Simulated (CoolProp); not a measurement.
c-C4F8 (RC318) along the isotherm 403.9 K: density (kg/m³) from the reference equation and from simpler models built on Tc = 388.4 K, pc = 27.78 bar, ω = 0.355; each cubic takes its own stable root.

Model: reference Helmholtz-energy equation of state, Platzer 1990, in CoolProp. This equation is an older, rougher fit; its heat capacities, sound speeds and derivatives of the liquid may be far off and weren't checked against measurements.

```
p (bar)          phase  reference
-------  -------------  ---------
4.63               gas      29.02
9.26               gas      61.51
13.9               gas      98.82
18.5               gas      142.6
23.1               gas      197.4
27.8     supercritical      274.5
32.4     supercritical      402.5
37       supercritical      648.7
41.7     supercritical      818.0
46.3     supercritical      895.6
50.9     supercritical      944.2
55.6     supercritical      980.4
60.2     supercritical       1008
64.8     supercritical       1032
69.4     supercritical       1051
```

How far does each simpler model (van der Waals, Redlich-Kwong, Soave-Redlich-Kwong, Peng-Robinson) lie from the reference over these 15 states: mean and median of the absolute difference, and the worst?


- van der Waals: mean 12.0 %, median 17.1 %, worst -23.3 % at 403.9 K and 69.4 bar
- Redlich-Kwong: mean 5.1 %, median 7.3 %, worst -9.7 % at 403.9 K and 46.3 bar
- Soave-Redlich-Kwong: mean 7.1 %, median 10.2 %, worst -15.1 % at 403.9 K and 41.7 bar
- Peng-Robinson: mean 3.4 %, median 3.0 %, worst -7.9 % at 403.9 K and 41.7 bar
